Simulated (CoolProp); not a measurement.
Aqueous potassium formate as a coolant, at 26 °C, 1 atm.

The numbers come from the Melinder's fits for secondary coolants in CoolProp.

```tsv
mass %	freezing point (°C)	cp (kJ/(kg K))	Prandtl number	viscosity (mPa s)	conductivity (W/(m K))
2.8	[?]	[?]	6.30	0.930	[?]
6.3	-2.9	3.945	6.53	0.983	0.594
9.9	[?]	3.816	6.70	1.03	0.586
13.5	-7.0	3.688	6.87	1.08	0.579
17.1	-9.5	3.564	7.11	1.14	0.573
20.7	-12.2	3.443	7.42	1.22	0.566
24.3	-15.3	3.326	7.79	1.31	0.560
27.8	-18.7	[?]	8.20	1.41	0.553
31.4	-22.8	3.113	8.64	1.51	0.545
35	-27.4	[?]	9.10	1.62	0.537
38.6	-32.7	2.923	[?]	1.74	0.528
42.2	-38.7	2.837	10.3	1.89	0.518
```

What belongs in the gaps?


- 2.8, freezing point (°C): -1.2
- 2.8, cp (kJ/(kg K)): 4.074
- 2.8, conductivity (W/(m K)): 0.601
- 9.9, freezing point (°C): -4.9
- 27.8, cp (kJ/(kg K)): 3.218
- 35, cp (kJ/(kg K)): 3.015
- 38.6, Prandtl number: 9.63
